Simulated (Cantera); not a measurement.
What does this Cantera script print?

```python
import numpy as np
import cantera as ct

gas = ct.Solution("gri30.yaml")
gas.TPX = 300, 62000, {'CH4': 1, 'O2': 1.25, 'N2': 4.7}
inlet = ct.Reservoir(gas, clone=True)
gas.equilibrate("HP")  # start burning
reactor = ct.IdealGasConstPressureReactor(gas, energy="on", clone=False)
exhaust = ct.Reservoir(gas, clone=True)
tau = [0.34, 0.12, 0.043, 0.015, 0.0054, 0.0019, 0.00068, 0.00024, 8.5e-05, 3e-05][0]
for a, b in ((inlet, reactor), (reactor, exhaust)):
    ct.MassFlowController(a, b, mdot=lambda t: reactor.mass / tau)
net = ct.ReactorNet([reactor])
show = ['CH4', 'O2', 'C2H6', 'CH2CO', 'CO2', 'NO', 'H2']

rows = []
print(f"{'tau/s':>10s}{'T/K':>9s}" + "".join(f"{s:>11s}" for s in show))
for tau in [0.34, 0.12, 0.043, 0.015, 0.0054, 0.0019, 0.00068, 0.00024, 8.5e-05, 3e-05]:
    net.initial_time = 0.0
    net.advance(30 * tau)
    before = gas.X
    net.advance(40 * tau)
    drift = np.max(np.abs(gas.X - before) / (gas.X + 1e-9))
    rows.append([gas.T, *gas[show].X, drift])
    print(f"{tau:10.3e}{gas.T:9.1f}" + "".join(f"{x:11.3e}" for x in gas[show].X))
```

Output:

```
     tau/s      T/K        CH4         O2       C2H6      CH2CO        CO2         NO         H2
 3.400e-01   1845.5  2.556e-03  2.221e-04  1.069e-06  6.594e-06  3.824e-02  2.057e-05  9.101e-02
 1.200e-01   1847.7  3.412e-03  4.989e-04  2.805e-06  1.453e-05  3.867e-02  1.856e-05  8.633e-02
 4.300e-02   1845.4  4.215e-03  1.059e-03  6.704e-06  2.769e-05  3.866e-02  1.630e-05  8.200e-02
 1.500e-02   1834.8  5.130e-03  2.255e-03  1.606e-05  4.852e-05  3.780e-02  1.322e-05  7.796e-02
 5.400e-03   1807.8  6.631e-03  4.949e-03  4.133e-05  8.266e-05  3.546e-02  8.743e-06  7.376e-02
 1.900e-03    300.0  1.439e-01  1.799e-01 -1.099e-16 -3.392e-17 -1.236e-15 -2.339e-20 -3.140e-15
 6.800e-04    300.0  1.439e-01  1.799e-01 -6.280e-18 -1.938e-18 -7.061e-17 -1.336e-21 -1.794e-16
 2.400e-04    300.0  1.439e-01  1.799e-01 -1.143e-20 -3.527e-21 -1.286e-19 -2.433e-24 -3.265e-19
 8.500e-05    300.0  1.439e-01  1.799e-01 -7.222e-22 -2.228e-22 -8.120e-21 -1.537e-25 -2.063e-20
 3.000e-05    300.0  1.439e-01  1.799e-01 -4.562e-23 -1.407e-23 -5.129e-22 -9.707e-27 -1.303e-21
```

Model: GRI-Mech 3.0 (53 species, 325 reactions), integrated in Cantera.
